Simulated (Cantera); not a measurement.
# Thermodynamics of boron, boron nitride and boron oxide, feed B2O3 + O2 + N2

Feed: 1 mol B2O3, 6.2 mol O2, 95 mol N2, equilibrated at 1.00 bar.

Cantera equilibrium calculation (NASA polynomials, part measured and part estimated; ideal gas, pure solids and liquids). Candidate condensed phases: B, BN, B2O3; 17 gas species. The numbers say what is thermodynamically allowed, not how fast it happens.

| T (K) | x N2 | x O2 | x NO | x B2O3 | x BO2 | x O | n B2O3(l) |
|---|---|---|---|---|---|---|---|
| 1773 | 0.935 | 0.0599 | 0.00220 | 0.00234 | 0.000301 | 2.30e-5 | 0.747 |
| 1873 | 0.928 | 0.0589 | 0.00303 | 0.00907 | 0.000963 | 5.74e-5 | 0.0238 |
| 1973 | 0.927 | 0.0582 | 0.00406 | 0.00903 | 0.00149 | 0.000131 | 0 |
| 2073 | 0.926 | 0.0573 | 0.00527 | 0.00869 | 0.00217 | 0.000275 | 0 |
| 2173 | 0.925 | 0.0562 | 0.00665 | 0.00826 | 0.00303 | 0.000539 | 0 |
| 2273 | 0.924 | 0.0550 | 0.00821 | 0.00773 | 0.00405 | 0.000993 | 0 |
| 2373 | 0.923 | 0.0534 | 0.00992 | 0.00712 | 0.00523 | 0.00173 | 0 |
| 2473 | 0.921 | 0.0516 | 0.0117 | 0.00644 | 0.00650 | 0.00288 | 0 |
x: gas mole fraction; n: condensed amount in mol.

From 1773 K to 1873 K the condensed part is B2O3(l). From 1973 K to 2473 K nothing is condensed. The main B-bearing gas is B2O3 throughout.
